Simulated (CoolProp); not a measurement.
Saturation properties of R115.

Values from CoolProp's reference Helmholtz-energy equation of state, Lemmon 2016.

```json
[
 {"T (K)": "272.8", "p (kPa)": "436.0", "liquid density (kg/m³)": "1400", "enthalpy of vaporisation (kJ/kg)": "108.6", "liquid cp (kJ/(kg K))": "1.021", "vapour Z": "0.8786"},
 {"T (K)": "276.2", "p (kPa)": "484.8", "liquid density (kg/m³)": "1386", "enthalpy of vaporisation (kJ/kg)": "106.8", "liquid cp (kJ/(kg K))": "1.031", "vapour Z": "0.8691"},
 {"T (K)": "279.5", "p (kPa)": "535.9", "liquid density (kg/m³)": "1372", "enthalpy of vaporisation (kJ/kg)": "105.1", "liquid cp (kJ/(kg K))": "…", "vapour Z": "0.8594"},
 {"T (K)": "282.8", "p (kPa)": "590.9", "liquid density (kg/m³)": "1358", "enthalpy of vaporisation (kJ/kg)": "103.3", "liquid cp (kJ/(kg K))": "1.051", "vapour Z": "0.8493"},
 {"T (K)": "286.1", "p (kPa)": "650.0", "liquid density (kg/m³)": "1343", "enthalpy of vaporisation (kJ/kg)": "101.5", "liquid cp (kJ/(kg K))": "…", "vapour Z": "0.8386"},
 {"T (K)": "289.5", "p (kPa)": "715.4", "liquid density (kg/m³)": "1327", "enthalpy of vaporisation (kJ/kg)": "99.50", "liquid cp (kJ/(kg K))": "1.075", "vapour Z": "0.8271"},
 {"T (K)": "292.8", "p (kPa)": "…", "liquid density (kg/m³)": "1312", "enthalpy of vaporisation (kJ/kg)": "97.53", "liquid cp (kJ/(kg K))": "1.088", "vapour Z": "0.8154"},
 {"T (K)": "296.1", "p (kPa)": "856.0", "liquid density (kg/m³)": "1296", "enthalpy of vaporisation (kJ/kg)": "95.48", "liquid cp (kJ/(kg K))": "…", "vapour Z": "0.8031"},
 {"T (K)": "299.5", "p (kPa)": "935.9", "liquid density (kg/m³)": "1279", "enthalpy of vaporisation (kJ/kg)": "93.28", "liquid cp (kJ/(kg K))": "1.117", "vapour Z": "0.7898"},
 {"T (K)": "302.8", "p (kPa)": "1019", "liquid density (kg/m³)": "1263", "enthalpy of vaporisation (kJ/kg)": "91.06", "liquid cp (kJ/(kg K))": "1.133", "vapour Z": "0.7762"},
 {"T (K)": "306.1", "p (kPa)": "1107", "liquid density (kg/m³)": "…", "enthalpy of vaporisation (kJ/kg)": "88.74", "liquid cp (kJ/(kg K))": "1.151", "vapour Z": "0.7619"},
 {"T (K)": "309.5", "p (kPa)": "1203", "liquid density (kg/m³)": "1227", "enthalpy of vaporisation (kJ/kg)": "86.23", "liquid cp (kJ/(kg K))": "1.171", "vapour Z": "0.7464"}
]
```

**Question.** Complete the blanks.

**Answer.** 
- 279.5, liquid cp (kJ/(kg K)): 1.041
- 286.1, liquid cp (kJ/(kg K)): 1.063
- 292.8, p (kPa): 783.4
- 296.1, liquid cp (kJ/(kg K)): 1.101
- 306.1, liquid density (kg/m³): 1245

It boils at 233.9 K under 1 atm.
